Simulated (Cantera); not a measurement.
Cantera run, input and output.

```python
import numpy as np
import cantera as ct

gas = ct.Solution("gri30.yaml")
gas.TPX = 1423, 80000, {'CH4': 1, 'CO2': 1.3, 'H2': 0.32, 'H2O': 0.0032}
reactor = ct.IdealGasConstPressureReactor(gas, energy="off", clone=False)
net = ct.ReactorNet([reactor])
net.rtol, net.atol = 1e-08, 1e-18
show = ['CH4', 'CO2', 'H2', 'H2O', 'CO', 'HCO']
times = np.geomspace(4e-05, 10, 12)

steps = ct.SolutionArray(gas, extra=["t"])
rows = []
print(f"{'t/s':>10s}{'T/K':>9s}{'P/Pa':>11s}" + "".join(f"{s:>11s}" for s in show))
for t in times:
    while net.time < t:
        t_next = net.step()
        steps.append(gas.state, t=t_next)
    rows.append([np.interp(t, steps.t, y) for y in (steps.T, steps.P, *steps(*show).X.T)])
    print(f"{t:10.3e}{rows[-1][0]:9.1f}{rows[-1][1]:11.4g}" + "".join(f"{x:11.3e}" for x in rows[-1][2:]))
rate = np.gradient(steps.T, steps.t)
print("integrator steps:", len(steps.t))
if steps.T.max() > steps.T[0] + 200:
    print(f"time of steepest temperature rise: {steps.t[rate.argmax()]:.4e} s")
gas.TPX = 1423, 80000, {'CH4': 1, 'CO2': 1.3, 'H2': 0.32, 'H2O': 0.0032}
gas.equilibrate("TP")
print(f"equilibrium (TP): T = {gas.T:.1f} K  " + "  ".join(f"{s} {gas[s].X[0]:.3e}" for s in show))
```

It prints:

```
       t/s      T/K       P/Pa        CH4        CO2         H2        H2O         CO        HCO
 4.000e-05   1423.0      8e+04  3.812e-01  4.956e-01  1.220e-01  1.220e-03  6.158e-08  3.152e-17
 1.238e-04   1423.0      8e+04  3.812e-01  4.956e-01  1.220e-01  1.220e-03  4.907e-07  1.656e-15
 3.833e-04   1423.0      8e+04  3.812e-01  4.956e-01  1.220e-01  1.224e-03  4.162e-06  1.050e-13
 1.186e-03   1423.0      8e+04  3.811e-01  4.955e-01  1.220e-01  1.248e-03  2.787e-05  2.306e-12
 3.672e-03   1423.0      8e+04  3.809e-01  4.954e-01  1.220e-01  1.344e-03  1.243e-04  1.336e-11
 1.137e-02   1423.0      8e+04  3.803e-01  4.950e-01  1.220e-01  1.714e-03  4.977e-04  4.579e-11
 3.519e-02   1423.0      8e+04  3.782e-01  4.931e-01  1.223e-01  3.111e-03  1.909e-03  7.492e-11
 1.089e-01   1423.0      8e+04  3.713e-01  4.865e-01  1.240e-01  7.660e-03  6.511e-03  8.514e-11
 3.372e-01   1423.0      8e+04  3.498e-01  4.649e-01  1.309e-01  2.177e-02  2.079e-02  1.121e-10
 1.044e+00   1423.0      8e+04  2.935e-01  4.022e-01  1.444e-01  6.404e-02  6.370e-02  2.151e-10
 3.231e+00   1423.0      8e+04  1.828e-01  2.639e-01  1.577e-01  1.602e-01  1.644e-01  5.667e-10
 1.000e+01   1423.0      8e+04  7.647e-02  1.406e-01  2.006e-01  2.217e-01  2.623e-01  1.409e-09
integrator steps: 894
equilibrium (TP): T = 1423.0 K  CH4 7.468e-06  CO2 2.066e-02  H2 4.576e-01  H2O 4.493e-02  CO 4.768e-01  HCO 4.297e-09
```

Detailed kinetics in Cantera: GRI-Mech 3.0 (53 species, 325 reactions).
